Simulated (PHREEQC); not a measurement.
A made-up water analysis in mg/L, 60 °C, pH 2.47, pe 9.3: Na 97.1; K 676; Ca 45.8; Mg 0.595; Cl 258; S(6) as SO4 1120; F 5.7; Cu(2) 45.8; Zn 20.7.

Valence states are taken as typed.

The numbers come from PHREEQC with the ion-association model, wateq4f.dat.

The ionic strength is 0.0350 mol/kgw. The total alkalinity is -7.41 meq/kg and the charge-balance error is 4.6 %.

```
species  molality  activity   log γ
-------  --------  --------  ------
K+         0.0167    0.0137  -0.083
Cl-       0.00726   0.00600  -0.083
SO4-2     0.00703   0.00342  -0.313
Na+       0.00415   0.00346  -0.079
H+        0.00394   0.00339  -0.065
HSO4-     0.00319   0.00265  -0.080
Ca+2     0.000780  0.000386  -0.306
KSO4-    0.000680  0.000571  -0.076
Cu+2     0.000488  0.000246  -0.297
CaSO4    0.000350  0.000353   0.004
HF       0.000267  0.000269   0.004
CuSO4    0.000212  0.000214   0.004
Zn+2     0.000202  0.000102  -0.297
ZnSO4    0.000103  0.000104   0.004
NaSO4-    8.62e-5   7.23e-5  -0.076
```

No solid was allowed to form. Constants without temperature data keep their 25 °C values here.
